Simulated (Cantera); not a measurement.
Input: 1 mol CaO, 1.3 mol HCl, 17 mol N2, held at 58.0 Pa.

Method: chemical equilibrium by Gibbs-energy minimisation in Cantera with the NASA 1993 tables (ideal gas, pure condensed phases). Candidate condensed phases: Ca, CaCl2, CaO, Ca(OH)2, H2O, NH4Cl; 36 gas species. Condensed phases not in the tables: oxide chlorides. The numbers say what is thermodynamically allowed, not how fast it happens.

x: gas mole fraction; n: condensed amount in mol.

```json
[
 {"T (K)": "1250", "x N2": "0.929", "x HCl": "0.0494", "x CaCl2": "0.0108", "x H2O": "0.0108", "x Cl": "[?]", "x H2": "5.67e-5", "n CaO(s)": "0.803"},
 {"T (K)": "1300", "x N2": "0.929", "x HCl": "0.0466", "x CaCl2": "0.0121", "x H2O": "0.0121", "x Cl": "[?]", "x H2": "9.42e-5", "n CaO(s)": "0.778"},
 {"T (K)": "1350", "x N2": "0.929", "x HCl": "0.0439", "x CaCl2": "0.0134", "x H2O": "0.0134", "x Cl": "[?]", "x H2": "0.000150", "n CaO(s)": "0.755"},
 {"T (K)": "1400", "x N2": "0.929", "x HCl": "0.0413", "x CaCl2": "0.0146", "x H2O": "0.0146", "x Cl": "[?]", "x H2": "0.000231", "n CaO(s)": "0.732"},
 {"T (K)": "1450", "x N2": "0.929", "x HCl": "0.0388", "x CaCl2": "0.0157", "x H2O": "0.0157", "x Cl": "[?]", "x H2": "0.000345", "n CaO(s)": "0.712"},
 {"T (K)": "1500", "x N2": "0.928", "x HCl": "0.0365", "x CaCl2": "0.0168", "x H2O": "0.0167", "x Cl": "[?]", "x H2": "0.000501", "n CaO(s)": "0.693"},
 {"T (K)": "1550", "x N2": "0.928", "x HCl": "0.0342", "x CaCl2": "0.0177", "x H2O": "0.0176", "x Cl": "[?]", "x H2": "0.000710", "n CaO(s)": "0.676"},
 {"T (K)": "1600", "x N2": "0.928", "x HCl": "0.0321", "x CaCl2": "0.0185", "x H2O": "0.0184", "x Cl": "[?]", "x H2": "0.000983", "n CaO(s)": "0.660"},
 {"T (K)": "1650", "x N2": "0.928", "x HCl": "0.0300", "x CaCl2": "0.0193", "x H2O": "0.0190", "x Cl": "[?]", "x H2": "0.00133", "n CaO(s)": "0.647"}
]
```

Complete the blanks.


- 1250, x Cl: 0.000112
- 1300, x Cl: 0.000186
- 1350, x Cl: 0.000295
- 1400, x Cl: 0.000452
- 1450, x Cl: 0.000669
- 1500, x Cl: 0.000960
- 1550, x Cl: 0.00134
- 1600, x Cl: 0.00183
- 1650, x Cl: 0.00243
